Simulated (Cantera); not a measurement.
A closed system holds: 1 mol Al₂O₃, 0.52 mol C, 1.3 mol N₂, held at 1375 °C and 32.0 Pa.

These are equilibrium values from Cantera (NASA tables, ideal gas, pure condensed phases), not measurements of a reactor. Candidate condensed phases: Al, AlN, Al₂O₃, C; 32 gas species. Mutual solubility and eutectic melting of coexisting phases are not modelled. Kinetics and transport are ignored.

Base state: N₂ 0.683, CO 0.315, Al 0.00128, Al₂O 0.000218 (mole fractions); condensed: AlN(s) + Al₂O₃(s).

**Question.** What changes in the equilibrium state with this change: C from 0.52 to 0.0042 mol?

**Answer.** 
```json
[
 {"species": "N₂", "before": "0.683", "after": "0.996"},
 {"species": "CO", "before": "0.315", "after": "0.00322"},
 {"species": "Al", "before": "0.00128", "after": "0.00106"},
 {"species": "Al₂O", "before": "0.000218", "after": "0.000170"},
 {"species": "AlN(s), mol", "before": "0.344", "after": "0.00112"},
 {"species": "Al₂O₃(s), mol", "before": "0.827", "after": "0.999"}
]
```
